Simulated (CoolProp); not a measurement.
The numbers come from the reference Helmholtz-energy equation of state, de Reuck 1990 in CoolProp.

### Question
For fluorine, give the phase and the cp (kJ/(kg K)), cv (kJ/(kg K)), speed of sound (m/s) at 145.3 K and 0.101 MPa; 162.5 K and 0.101 MPa; 231.3 K and 0.101 MPa.

### Answer
- 145.3 K and 0.101 MPa: gas; cp 0.778, cv 0.553, speed of sound 210
- 162.5 K and 0.101 MPa: gas; cp 0.778, cv 0.555, speed of sound 222
- 231.3 K and 0.101 MPa: gas; cp 0.795, cv 0.575, speed of sound 264
